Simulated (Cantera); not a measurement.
**SiCl₄ + H₂ (silicon epitaxy and polysilicon growth)**

Input: 1 mol SiCl₄, 110 mol H₂, at 101000 Pa.

These are equilibrium values from Cantera (NASA tables, ideal gas, pure condensed phases), not measurements of a reactor. Candidate condensed phases: Si; 19 gas species. The tables' values for SiCl₃ are old estimates; treat these amounts as uncertain. Equilibrium is a limit: real reactors are often held back by kinetics, nucleation or transport.

At 1023 K nothing is condensed. From 1048 K to 1273 K the condensed part is Si(s). The main Si-bearing gas is SiHCl₃ throughout. The share of Si in condensed phases is highest at 1273 K (47.3 %) and lowest at 1023 K (0.0 %).

| T (K) | x H₂ | x HCl | x SiHCl₃ | x SiCl₄ | n Si(s) |
|---|---|---|---|---|---|
| 1023 | 0.985 | 0.00631 | 0.00463 | 0.00350 | 0 |
| 1048 | 0.984 | 0.00752 | 0.00443 | 0.00331 | 0.0363 |
| 1073 | 0.983 | 0.00892 | 0.00418 | 0.00309 | 0.0792 |
| 1098 | 0.982 | 0.0105 | 0.00390 | 0.00286 | 0.126 |
| 1123 | 0.980 | 0.0121 | 0.00361 | 0.00260 | 0.175 |
| 1148 | 0.979 | 0.0138 | 0.00329 | 0.00232 | 0.226 |
| 1173 | 0.978 | 0.0156 | 0.00296 | 0.00203 | 0.279 |
| 1198 | 0.977 | 0.0175 | 0.00261 | 0.00173 | 0.331 |
| 1223 | 0.975 | 0.0192 | 0.00226 | 0.00145 | 0.382 |
| 1248 | 0.974 | 0.0209 | 0.00192 | 0.00117 | 0.430 |
| 1273 | 0.973 | 0.0225 | 0.00160 | 0.000927 | 0.473 |
x: gas mole fraction; n: condensed amount in mol.
